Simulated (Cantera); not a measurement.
A jet of 1.68 % CH4, 9.75 % O2, 88.6 % N2, equivalence ratio 0.34 at 300 K and 0.0740 atm hits a platinum plate 4.9 cm away at a mass flux of 0.17 kg/m²/s; the plate temperature is set and raised in steps from an oxygen-covered start.

Computed with Cantera and Deutschmann's 1995 Pt surface mechanism with GRI-Mech 3.0 gas chemistry. Catalytic surfaces can have several steady states; this one follows from the mechanism file's or the stated starting coverage.

x: mole fraction at the wall; θ: surface coverage.

```json
[
 {"plate T (K)": "950", "wall x CH4": "0.0107", "wall x O2": "0.0845", "wall x H2O": "0.0115", "wall x OH": "6.22e-8", "wall x CO": "5.90e-6", "wall x CO2": "0.00750", "θ free Pt": "0.290", "θ O*": "0.709"},
 {"plate T (K)": "1000", "wall x CH4": "[?]", "wall x O2": "0.0803", "wall x H2O": "[?]", "wall x OH": "[?]", "wall x CO": "[?]", "wall x CO2": "[?]", "θ free Pt": "[?]", "θ O*": "[?]"},
 {"plate T (K)": "1050", "wall x CH4": "0.00709", "wall x O2": "0.0769", "wall x H2O": "0.0180", "wall x OH": "4.37e-7", "wall x CO": "7.13e-6", "wall x CO2": "0.0118", "θ free Pt": "0.434", "θ O*": "0.566"},
 {"plate T (K)": "1100", "wall x CH4": "[?]", "wall x O2": "0.0743", "wall x H2O": "0.0203", "wall x OH": "[?]", "wall x CO": "[?]", "wall x CO2": "0.0133", "θ free Pt": "[?]", "θ O*": "[?]"},
 {"plate T (K)": "1150", "wall x CH4": "0.00490", "wall x O2": "0.0723", "wall x H2O": "0.0220", "wall x OH": "1.98e-6", "wall x CO": "8.61e-6", "wall x CO2": "0.0144", "θ free Pt": "0.568", "θ O*": "0.431"},
 {"plate T (K)": "1200", "wall x CH4": "0.00420", "wall x O2": "0.0709", "wall x H2O": "0.0232", "wall x OH": "3.74e-6", "wall x CO": "9.69e-6", "wall x CO2": "0.0152", "θ free Pt": "0.629", "θ O*": "0.371"}
]
```

Task: Fill in the missing entries.

Result: 
- 1000, wall x CH4: 0.00870
- 1000, wall x H2O: 0.0151
- 1000, wall x OH: 1.76e-7
- 1000, wall x CO: 6.54e-6
- 1000, wall x CO2: 0.00988
- 1000, θ free Pt: 0.362
- 1000, θ O*: 0.637
- 1100, wall x CH4: 0.00584
- 1100, wall x OH: 9.73e-7
- 1100, wall x CO: 7.79e-6
- 1100, θ free Pt: 0.503
- 1100, θ O*: 0.497
